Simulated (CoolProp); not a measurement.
Properties of R404A along the isobar 1460 kPa (Tc = 345.3 K, pc = 3735 kPa, ω = 0.293).

Values from CoolProp's reference Helmholtz-energy equation of state, Lemmon 2003. It is a pseudo-pure fit of the blend.

| T (K) | phase | cp (kJ/(kg K)) | cv (kJ/(kg K)) | speed of sound (m/s) | conductivity (mW/(m K)) | Prandtl number | fugacity coefficient |
|---|---|---|---|---|---|---|---|
| 289.3 | liquid | 1.463 | 0.9086 | 426.3 | 71.6 | 2.94 | 0.5636 |
| 333 | gas | 1.117 | 0.9024 | 150.8 | 18.0 | 0.887 | 0.8425 |
| 347.5 | gas | 1.096 | 0.9126 | [?] | 18.9 | 0.856 | [?] |
| 362 | gas | [?] | 0.9267 | [?] | 19.8 | 0.838 | 0.8827 |
| 376.6 | gas | 1.092 | 0.9431 | 170.8 | 20.8 | 0.828 | 0.8980 |
| 391.1 | gas | 1.100 | 0.9605 | 176.3 | [?] | 0.822 | 0.9109 |
| 405.7 | gas | 1.110 | 0.9787 | 181.4 | 22.8 | 0.820 | 0.9219 |
| 420.2 | gas | 1.122 | 0.9970 | 186.2 | 23.8 | 0.819 | 0.9314 |
| 434.8 | gas | 1.136 | 1.015 | 190.7 | 24.8 | 0.820 | 0.9396 |
| 449.3 | gas | 1.150 | 1.034 | 195.0 | 25.8 | 0.822 | 0.9467 |
| 463.8 | gas | 1.164 | 1.052 | 199.1 | 26.8 | 0.825 | 0.9529 |

### Question
What belongs in the gaps?

### Answer

- 347.5, speed of sound (m/s): 158.3
- 347.5, fugacity coefficient: 0.8645
- 362, cp (kJ/(kg K)): 1.090
- 362, speed of sound (m/s): 164.9
- 391.1, conductivity (mW/(m K)): 21.8

Viscosity comes from a separate model (Geller 2000). Thermal conductivity comes from a separate model (Geller 2001).
